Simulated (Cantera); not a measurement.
Feed: 1 mol CH3SiCl3, 0.48 mol HCl, 9.1 mol H2, equilibrated at 10000 Pa.

Cantera equilibrium calculation (NASA polynomials, part measured and part estimated; ideal gas, pure solids and liquids). Candidate condensed phases: C, C6H6, C7H8, C8H18, Si, SiC; 109 gas species. The feed counts by its element totals alone. Gases not in the tables: Si2H6 and higher silanes. Equilibrium is a limit: real reactors are often held back by kinetics, nucleation or transport.

**Question.** What share of the Si ends up in condensed phases as a function of T (°C), at 725, 825, 925, 1025, 1125, 1225, 1325, 1425, 1525, 1625, 1725, 1825, 1925?

**Answer.** 
```
T (°C)  Si condensed (%)      as
------  ----------------  ------
725                 45.7  SiC(s)
825                 64.7  SiC(s)
925                 81.7  SiC(s)
1025                91.8  SiC(s)
1125                95.3  SiC(s)
1225                95.6  SiC(s)
1325                94.7  SiC(s)
1425                93.0  SiC(s)
1525                90.8  SiC(s)
1625                88.2  SiC(s)
1725                85.3  SiC(s)
1825                82.0  SiC(s)
1925                78.2  SiC(s)
```
